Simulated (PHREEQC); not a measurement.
Make-up at 25 °C: 41 mmol/kgw NaHSO4, 14 mmol/kgw Na2CO3 and 1.1 mmol/kgw NH4F. Closed to the air; pH follows from the charge balance.

Equilibrium calculation in PHREEQC: ion-association model, wateq4f.dat.

Q: The ionic strength comes out as 0.102 mol/kgw. What activity coefficients do NH4+, NaSO4-, NH4SO4-, SO4-2, H+ get?

A: NH4+ 0.78, NaSO4- 0.79, NH4SO4- 0.78, SO4-2 0.37, H+ 0.82.

No solid was allowed to form. Species that the database lacks are ignored.
